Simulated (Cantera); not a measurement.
Input: 1 mol Si3N4, 15 mol NF3, 0.63 mol H2, 18 mol H2O, equilibrated at 1923.15 K and 4900 Pa.

Cantera equilibrium calculation (NASA polynomials, part measured and part estimated; ideal gas, pure solids and liquids). The tables' values for SiF3 are old estimates; treat these amounts as uncertain. The tables hold silica as quartz up to 1696 K and as liquid above; real silica turns to tridymite and cristobalite and melts near 1996 K. Kinetics and transport are ignored.

```csv
species,before,after
HF,0.604,0.594
N2,0.169,0.171
O2,0.140,0.143
H2O,0.0314,0.0383
SiF4,0.0507,0.0540
O,0.000613,2.13e-9
F,9.89e-5,<1e-9
SiF3,7.52e-5,<1e-9
H2,5.98e-5,<1e-9
H,3.29e-5,<1e-9
OH,0.00149,5.21e-7
"SiO2(condensed), mol",0.166,0
```
Gas species are given as mole fractions.

Task: Name the change that produced these shifts.
(A) temperature from 1923.15 K to 1073.15 K
(B) temperature from 1923.15 K to 1748 K
(C) NF3 from 15 to 12 mol
(D) H2O from 18 to 0.26 mol

Result: A, temperature from 1923.15 K to 1073.15 K
